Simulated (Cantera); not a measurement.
What does this Cantera script print?

```python
import numpy as np
import cantera as ct

gas = ct.Solution("SiF4_NH3_mec.yaml", "gas")
gas.TPX = 2248, 11000, {'NH3': 1, 'N2': 0.13}
inlet = ct.Reservoir(gas, clone=True)

reactor = ct.IdealGasConstPressureReactor(gas, energy="off", clone=False)
exhaust = ct.Reservoir(gas, clone=True)
tau = [0.79, 0.39, 0.2, 0.098, 0.049, 0.025, 0.012, 0.0061, 0.0031][0]
for a, b in ((inlet, reactor), (reactor, exhaust)):
    ct.MassFlowController(a, b, mdot=lambda t: reactor.mass / tau)
net = ct.ReactorNet([reactor])
show = ['NH3', 'H', 'N', 'N2H2', 'NH']

rows = []
print(f"{'tau/s':>10s}{'T/K':>9s}" + "".join(f"{s:>11s}" for s in show))
for tau in [0.79, 0.39, 0.2, 0.098, 0.049, 0.025, 0.012, 0.0061, 0.0031]:
    net.initial_time = 0.0
    net.advance(30 * tau)
    before = gas.X
    net.advance(40 * tau)
    drift = np.max(np.abs(gas.X - before) / (gas.X + 1e-9))
    rows.append([gas.T, *gas[show].X, drift])
    print(f"{tau:10.3e}{gas.T:9.1f}" + "".join(f"{x:11.3e}" for x in gas[show].X))
```

Output:

```
     tau/s      T/K        NH3          H          N       N2H2         NH
 7.900e-01   2248.0  1.729e-02  3.180e-03  6.354e-06  2.391e-07  2.654e-05
 3.900e-01   2248.0  3.907e-02  2.307e-03  5.776e-06  5.320e-07  3.277e-05
 2.000e-01   2248.0  7.645e-02  1.756e-03  5.521e-06  1.081e-06  3.994e-05
 9.800e-02   2248.0  1.451e-01  1.303e-03  5.301e-06  2.202e-06  4.847e-05
 4.900e-02   2248.0  2.498e-01  9.425e-04  5.005e-06  4.154e-06  5.660e-05
 2.500e-02   2248.0  3.852e-01  6.517e-04  4.559e-06  7.114e-06  6.279e-05
 1.200e-02   2248.0  5.459e-01  4.050e-04  3.826e-06  1.136e-05  6.569e-05
 6.100e-03   2248.0  6.735e-01  2.454e-04  2.918e-06  1.538e-05  6.383e-05
 3.100e-03   2248.0  7.642e-01  1.415e-04  1.922e-06  1.842e-05  5.813e-05
```

Computed with Cantera and the gas-phase N/H chemistry of the illustrative SiF4/NH3 mechanism in the Surface Chemkin manual (1991). Walls and surfaces, which speed up NH3 decomposition in real reactors, are not modelled.
